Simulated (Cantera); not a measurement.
Input (Python, Cantera) and output of one run.

```python
import numpy as np
import cantera as ct

gas_names = """
    B BH BH2 BH3 BN BO BO2 B2 B2O B2O2 B2O3 B3O3H3 H HBO HBO2 HNO HNO2 HNO3 HO2 H2 H2O H2O2 H3B3O6 N NH
    NH2 NH3 NH2OH NO NO2 NO3 N2 N2H2 N2H4 N2O O OH O2 O3
""".split()
cond_names = """
    B(b) B(L) BN(s) B2O3(L) B3O3H3(cr) H2O(s) H2O(L)
""".split()


# ... load() reads the species with a 1 bar reference pressure and builds the phases ...
atoms = {
    'borazine': {'B': 3, 'N': 3, 'H': 6},
    'O2': {'O': 2},
    'H2': {'H': 2},
}
top_T = {'BN(s)': 3200}  # K; cautious upper limits of use, not melting points


# ... equilibrate(T, P, feed) seeds the gas with the atoms and calls Mixture.equilibrate('TP', solver="vcs", rtol=1e-11, max_steps=5000) ...
results = []
feed = {'borazine': 1, 'O2': 1.1, 'H2': 0.18}  # mol
P = 13332.2  # Pa
for T in [1150, 1300, 1450, 1600, 1750, 1900, 2050, 2200, 2350]:
    mix = equilibrate(T, P, feed)
    results.append((T, P, feed, dict(zip(mix.species_names, mix.species_moles))))

top = {s: max(r[3][s] / sum(r[3][g] for g in gas_names) for r in results) for s in gas_names}
cols = sorted((s for s in top if top[s] > 1e-05), key=lambda s: -top[s])[:7]
seen = [c for c in cond_names if any(r[3].get(c, 0) > 1e-12 for r in results)]
print("log10 of partial pressures in bar; condensed amounts in mol")
print(f"{'T/K':>10s}" + "".join(f"{s[:9]:>10s}" for s in cols + seen))
for T, P, feed, n in results:
    ng = sum(n[g] for g in gas_names)
    print(f"{T:10.4g}" + "".join(f"{np.log10(max(n[s] / ng * P / 1e5, 1e-99)):10.3f}" for s in cols)
          + "".join(f"{n.get(c, 0):10.4g}" for c in seen))
```

Output:

```
log10 of partial pressures in bar; condensed amounts in mol
       T/K        H2        N2       HBO      B2O3      B2O2        BO      HBO2     BN(s)   B2O3(L)
      1150    -0.966    -1.604    -7.097    -8.779   -11.814   -12.054    -5.174     1.539    0.7304
      1300    -0.966    -1.604    -5.579    -6.730    -9.046    -9.495    -4.297     1.539    0.7297
      1450    -0.967    -1.604    -4.383    -5.124    -6.867    -7.476    -3.615      1.54    0.7255
      1600    -0.971    -1.607    -3.421    -3.834    -5.108    -5.844    -3.073     1.542    0.7062
      1750    -0.990    -1.616    -2.635    -2.776    -3.659    -4.498    -2.641     1.532     0.606
      1900    -1.091    -1.651    -2.028    -1.929    -2.461    -3.378    -2.353     1.389         0
      2050    -1.129    -1.613    -1.816    -2.161    -2.099    -2.754    -2.708      1.14         0
      2200    -1.167    -1.590    -1.722    -2.622    -1.959    -2.303    -3.193    0.9213         0
      2350    -1.196    -1.589    -1.716    -3.266    -1.994    -1.989    -3.778    0.8171         0
```

Method: chemical equilibrium by Gibbs-energy minimisation in Cantera with the NASA 1993 tables (ideal gas, pure condensed phases). The feed counts by its element totals alone. Mutual solubility and eutectic melting of coexisting phases are not modelled. The tables' values for BH2 are old estimates; treat these amounts as uncertain. Gases not in the tables: H3BO3.
